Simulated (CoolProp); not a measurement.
Vapour-liquid equilibrium of ethanol (1) + hexamethyldisiloxane (MM) (2) at 450.9 K; x and y are mole fractions of (1).

Model: multi-fluid Helmholtz-energy mixture model, Schroeder 2014 and Thol 2016; pair parameters Bell 2016, in CoolProp.

Problem. Give the bubble pressure and the first vapour's composition at x = 0.15, 0.25, 0.95. Is there an azeotrope?

Solution. x = 0.15: 0.9869 MPa, y = 0.382; x = 0.25: 1.163 MPa, y = 0.496; x = 0.95: 1.853 MPa, y = 0.963. No azeotrope shows between x = 0.05 and 0.95.

The pair parameters rest on a limited set of measurements; away from them the model extrapolates.
